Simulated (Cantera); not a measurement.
A Cantera script and its output.

```python
import numpy as np
import cantera as ct

gas = ct.Solution("h2o2.yaml")
gas.TPX = 448, 1300000, {'H2': 1, 'O2': 1.06, 'N2': 6.49}
inlet = ct.Reservoir(gas, clone=True)
gas.equilibrate("HP")  # start burning
reactor = ct.IdealGasConstPressureReactor(gas, energy="on", clone=False)
exhaust = ct.Reservoir(gas, clone=True)
tau = [0.2, 0.079, 0.03, 0.012, 0.0046, 0.0018, 0.00068, 0.00026, 0.0001, 3.9e-05][0]
for a, b in ((inlet, reactor), (reactor, exhaust)):
    ct.MassFlowController(a, b, mdot=lambda t: reactor.mass / tau)
net = ct.ReactorNet([reactor])
show = ['H2', 'O2', 'H2O', 'H', 'O', 'HO2']

rows = []
print(f"{'tau/s':>10s}{'T/K':>9s}" + "".join(f"{s:>11s}" for s in show))
for tau in [0.2, 0.079, 0.03, 0.012, 0.0046, 0.0018, 0.00068, 0.00026, 0.0001, 3.9e-05]:
    net.initial_time = 0.0
    net.advance(30 * tau)
    before = gas.X
    net.advance(40 * tau)
    drift = np.max(np.abs(gas.X - before) / (gas.X + 1e-9))
    rows.append([gas.T, *gas[show].X, drift])
    print(f"{tau:10.3e}{gas.T:9.1f}" + "".join(f"{x:11.3e}" for x in gas[show].X))
```

Output:

```
     tau/s      T/K         H2         O2        H2O          H          O        HO2
 2.000e-01   1358.6  1.919e-04  6.965e-02  1.240e-01  7.054e-08  3.334e-07  9.078e-06
 7.900e-02   1356.9  4.293e-04  6.975e-02  1.238e-01  1.677e-07  7.073e-07  1.764e-05
 3.000e-02   1353.0  9.679e-04  6.999e-02  1.232e-01  4.099e-07  1.497e-06  3.296e-05
 1.200e-02   1344.9  2.113e-03  7.050e-02  1.219e-01  9.454e-07  2.805e-06  5.714e-05
 4.600e-03   1321.0  5.502e-03  7.204e-02  1.183e-01  2.173e-06  4.366e-06  1.009e-04
 1.800e-03    448.0  1.170e-01  1.240e-01 -5.100e-16  1.157e-27  5.203e-30 -1.504e-20
 6.800e-04    448.0  1.170e-01  1.240e-01 -3.119e-19  1.157e-27  4.983e-30  3.048e-22
 2.600e-04    448.0  1.170e-01  1.240e-01 -1.970e-20  1.157e-27  4.494e-30  1.318e-22
 1.000e-04    448.0  1.170e-01  1.240e-01 -1.244e-21  1.157e-27  3.592e-30  5.161e-23
 3.900e-05    448.0  1.170e-01  1.240e-01 -7.860e-23  1.157e-27  2.396e-30  2.014e-23
```

Computed with Cantera and the H2/O2 subset of GRI-Mech 3.0, which has no nitrogen chemistry. The hydrogen kinetics of GRI-Mech 3.0 are dated; newer H2 mechanisms differ, most at raised pressure. The pressure lies above the range GRI-Mech 3.0 was tuned for (to about 10 atm).
